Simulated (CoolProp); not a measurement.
Vapour-liquid equilibrium of R113 (1) + n-hexane (2) at 300.5 K; x and y are mole fractions of (1).

Values from CoolProp's multi-fluid Helmholtz-energy mixture model, Marx 1992 and Thol 2019; pair parameters Bell 2016.

```
x      bubble pressure (MPa)  y at the bubble point  dew pressure at overall composition x (MPa)  liquid density (mol/L)
-----  ---------------------  ---------------------  -------------------------------------------  ----------------------
0.05                 0.02459                  0.136                                      0.02310                   7.603
0.125                0.02768                  0.288                                      0.02439                   7.649
0.2                  0.03043                  0.401                                      0.02582                   7.697
0.275                0.03290                  0.491                                      0.02739                   7.746
0.35                 0.03513                  0.565                                      0.02913                   7.796
0.425                0.03717                  0.628                                      0.03105                   7.848
0.5                  0.03905                  0.684                                      0.03316                   7.902
0.575                0.04081                  0.735                                      0.03545                   7.958
0.65                 0.04245                  0.783                                      0.03790                   8.015
0.725                0.04401                  0.829                                      0.04046                   8.075
0.8                  0.04549                  0.875                                      0.04303                   8.137
0.875                0.04691                  0.921                                      0.04550                   8.200
0.95                 0.04826                  0.968                                      0.04777                   8.267
```

No azeotrope shows between x = 0.05 and 0.95.

Pair parameters are fitted to limited data, so mixtures are less certain than the pure fluids.
